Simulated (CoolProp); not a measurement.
Normal hydrogen along the isotherm -237.25 °C: density (kg/m³) from the reference equation and from simpler models built on Tc = -240.0 °C, pc = 1296 kPa, ω = -0.219; each cubic takes its own stable root.

Model: reference Helmholtz-energy equation of state, Leachman 2009, in CoolProp.

```tsv
p (kPa)	phase	reference	ideal gas	Redlich-Kwong	Peng-Robinson
41	gas	0.2792	0.2769	0.2793	0.2797
93.3	gas	0.6424	0.6301	0.6427	0.6450
212	gas	1.498	1.432	…	1.512
483	gas	3.646	…	3.652	3.726
1100	gas	10.22	7.429	10.17	10.82
2500	supercritical	46.85	…	…	…
5700	supercritical	60.36	38.50	59.43	67.33
13000	supercritical	70.62	87.80	72.42	81.14
```

### Question
What belongs in the gaps?

### Answer

- 212, Redlich-Kwong: 1.500
- 483, ideal gas: 3.262
- 2500, ideal gas: 16.88
- 2500, Redlich-Kwong: 41.45
- 2500, Peng-Robinson: 48.80
